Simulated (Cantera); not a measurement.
Cantera run, input and output.

```python
import numpy as np
import cantera as ct

gas = ct.Solution("gri30.yaml")
gas.TP = 300, 230000
flame = ct.CounterflowDiffusionFlame(gas, width=0.02)
flame.fuel_inlet.X, flame.fuel_inlet.T = {'CO': 1, 'H2': 1.4, 'CH4': 0.031}, 375
flame.oxidizer_inlet.X, flame.oxidizer_inlet.T = {'O2': 0.19, 'N2': 0.81}, 648
flame.set_refine_criteria(ratio=3, slope=0.12, curve=0.24, prune=0.03)
show = ['OH', 'H', 'NO', 'CO', 'C2H2']

rows = []
print(f"{'mdot':>8s}{'a_max':>10s}{'a_mean':>10s}{'Tmax/K':>9s}" + "".join(f"{s:>11s}" for s in show) + "   (peak mole fractions)")
for i, mdot in enumerate([1.4, 2, 3, 4.5, 6.7, 9.9, 15, 22, 32]):  # kg/m2/s on the oxidiser side
    flame.oxidizer_inlet.mdot, flame.fuel_inlet.mdot = mdot, 0.95 * mdot
    flame.solve(loglevel=0, auto=(i == 0))
    if flame.T.max() < max(375, 648) + 100:
        print(f"{mdot:8.3g}  no burning solution found from the previous one")
        break
    dT = np.abs(np.gradient(flame.T, flame.grid))
    rows.append([flame.strain_rate("max"), flame.strain_rate("mean"), flame.T.max(),
                 *(flame.X[gas.species_index(s)].max() for s in show), max(dT[0], dT[-1]) / dT.max()])
    print(f"{mdot:8.3g}{rows[-1][0]:10.1f}{rows[-1][1]:10.1f}{rows[-1][2]:9.1f}" + "".join(f"{x:11.3e}" for x in rows[-1][3:-1]))
```

It prints:

```
    mdot     a_max    a_mean   Tmax/K         OH          H         NO         CO       C2H2   (peak mole fractions)
     1.4     479.8     126.9   2391.1  1.222e-02  6.544e-03  2.794e-04  4.496e-01  1.812e-04
       2     672.6     181.3   2356.4  1.259e-02  7.442e-03  2.065e-04  4.486e-01  1.866e-04
       3     989.1     272.0   2314.1  1.292e-02  8.589e-03  1.481e-04  4.480e-01  1.864e-04
     4.5    1457.4     408.0   2275.4  1.335e-02  9.974e-03  1.119e-04  4.474e-01  1.817e-04
     6.7    2129.7     607.5   2227.7  1.351e-02  1.147e-02  8.426e-05  4.469e-01  1.691e-04
     9.9    3091.6     897.7   2177.1  1.357e-02  1.307e-02  6.531e-05  4.471e-01  1.550e-04
      15    4599.7    1360.1   2118.9  1.337e-02  1.486e-02  5.093e-05  4.472e-01  1.393e-04
      22    6640.7    1994.8   2069.0  1.326e-02  1.670e-02  4.194e-05  4.469e-01  1.281e-04
      32    9512.6    2901.6   2017.3  1.293e-02  1.855e-02  3.463e-05  4.463e-01  1.184e-04
```

Computed with Cantera and GRI-Mech 3.0 (53 species, 325 reactions). GRI-Mech 3.0 has no aromatics or soot, which form on the fuel side of real flames. The maximum strain rate includes the flame's own expansion and is several times the mean.
